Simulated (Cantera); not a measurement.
A closed system holds: 1 mol Al, a varied amount of H₂O, 5.2 mol H₂, equilibrated at 1825 K and 7.50 Torr.

Cantera equilibrium calculation (NASA polynomials, part measured and part estimated; ideal gas, pure solids and liquids). Candidate condensed phases: Al, Al₂O₃, H₂O; 19 gas species. The numbers say what is thermodynamically allowed, not how fast it happens.

x: gas mole fraction; n: condensed amount in mol.

| n(H₂O) (mol) | x H₂ | x H₂O | x H | x OH | x O₂ | x O | x AlO₂H | n Al₂O₃(s) |
|---|---|---|---|---|---|---|---|---|
| 1.9 | 0.940 | 0.0562 | 0.00427 | 1.78e-5 | 1.64e-9 | 6.23e-8 | 4.27e-8 | 0.500 |
| 2.9 | … | … | 0.00400 | … | … | … | … | 0.500 |
| 4.2 | 0.710 | 0.287 | 0.00371 | 0.000105 | 7.49e-8 | 4.21e-7 | 9.64e-8 | 0.500 |
| 6.2 | … | … | … | … | … | … | … | 0.500 |
| 9.1 | 0.466 | 0.530 | 0.00301 | 0.000239 | 5.94e-7 | 1.18e-6 | 1.31e-7 | 0.500 |
| 13 | 0.366 | 0.631 | 0.00267 | 0.000321 | 1.36e-6 | 1.79e-6 | 1.43e-7 | 0.500 |
| 20 | 0.265 | 0.733 | 0.00227 | 0.000438 | 3.52e-6 | 2.88e-6 | 1.54e-7 | 0.500 |
| 29 | 0.195 | 0.802 | 0.00194 | 0.000559 | 7.78e-6 | 4.29e-6 | 1.61e-7 | 0.500 |
| 43 | 0.138 | 0.859 | 0.00164 | 0.000711 | 1.77e-5 | 6.46e-6 | 1.67e-7 | 0.500 |

Q: Some entries are withheld; supply them.

A: 
- 6.2, x H₂: 0.585
- 6.2, x H₂O: 0.411
- 6.2, x H: 0.00337
- 6.2, x OH: 0.000166
- 6.2, x O₂: 2.27e-7
- 6.2, x O: 7.32e-7
- 6.2, x AlO₂H: 1.16e-7
- 2.9, x H₂: 0.824
- 2.9, x H₂O: 0.172
- 2.9, x OH: 5.85e-5
- 2.9, x O₂: 2.01e-8
- 2.9, x O: 2.18e-7
- 2.9, x AlO₂H: 7.48e-8
